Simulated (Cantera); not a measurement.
**Al(CH3)3 + N2O + N2 (aluminium nitride and oxide growth)**

Feed: 1 mol Al(CH3)3, a varied amount of N2O, 59 mol N2, at 902 °C and 750 Torr.

Equilibrium computed with Cantera from the NASA thermochemical tables; the gas is ideal and each condensed phase is pure. Candidate condensed phases: Al, AlN, Al2O3, C, C6H6, C7H8, C8H18, H2O; 148 gas species. The feed counts by its element totals alone. The numbers say what is thermodynamically allowed, not how fast it happens.

| n(N2O) (mol) | log p N2 | log p H2 | log p H2O | log p O2 | log p CO | log p CO2 | n Al2O3(s) | n C(graphite) |
|---|---|---|---|---|---|---|---|---|
| 2.5 | -0.04 | -1.17 | -4.46 | <-12 | -1.83 | -5.22 | 0.500 | 2.00 |
| 3 | -0.04 | -1.18 | -4.30 | <-12 | -1.66 | -4.88 | 0.500 | 1.50 |
| 3.7 | -0.04 | -1.19 | -4.15 | <-12 | -1.50 | -4.57 | 0.500 | 0.800 |
| 4.5 | -0.05 | -1.20 | -4.04 | <-12 | -1.38 | -4.32 | 0.500 | 0.00357 |
| 5.5 | -0.05 | -1.27 | -2.04 | <-12 | -1.43 | -2.31 | 0.500 | 0 |
| 6.7 | -0.05 | -1.37 | -1.72 | <-12 | -1.52 | -1.97 | 0.500 | 0 |
| 8.2 | -0.05 | -1.54 | -1.51 | <-12 | -1.66 | -1.74 | 0.500 | 0 |
| 10 | -0.04 | -1.84 | -1.35 | <-12 | -1.94 | -1.56 | 0.500 | 0 |
| 12 | -0.04 | -6.19 | -1.24 | -6.35 | -6.26 | -1.42 | 0.500 | 0 |
| 15 | -0.05 | -8.52 | -1.27 | -1.74 | -8.59 | -1.44 | 0.500 | 0 |
| 18 | -0.06 | -8.68 | -1.29 | -1.47 | -8.75 | -1.46 | 0.500 | 0 |
| 22 | -0.06 | -8.81 | -1.32 | -1.27 | -8.88 | -1.49 | 0.500 | 0 |
log p: log10 of the partial pressure in bar; n: condensed amount in mol.

From 2.5 mol N2O to 4.5 mol N2O the condensed part is Al2O3(s) + C(graphite). From 5.5 mol N2O to 22 mol N2O the condensed part is Al2O3(s).
